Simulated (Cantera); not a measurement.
Charge: 1 mol HMDSO, 1.3 mol H₂O, 3.8 mol H₂, 26 mol N₂O, held at 1.00 bar.

Equilibrium computed with Cantera from the NASA thermochemical tables; the gas is ideal and each condensed phase is pure. Candidate condensed phases: C, C₆H₆, C₇H₈, C₈H₁₈, H₂O, Si, SiC, SiO₂, Si₂N₂O, Si₃N₄; 151 gas species. The feed counts by its element totals alone. Equilibrium is a limit: real reactors are often held back by kinetics, nucleation or transport. All values below are at 600 °C.

Base state: N₂ 0.564, H₂O 0.273, CO₂ 0.124, H₂ 0.0333, CO 0.00570 (mole fractions); condensed: SiO₂(β-quartz).

**Question.** What changes in the equilibrium state with this change: H₂O from 1.3 to 7.3 mol?

**Answer.** 
| species | before | after |
|---|---|---|
| N₂ | 0.564 | 0.499 |
| H₂O | 0.273 | 0.355 |
| CO₂ | 0.124 | 0.112 |
| H₂ | 0.0333 | 0.0309 |
| CO | 0.00570 | 0.00364 |
| SiO₂(β-quartz), mol | 2.00 | 2.00 |
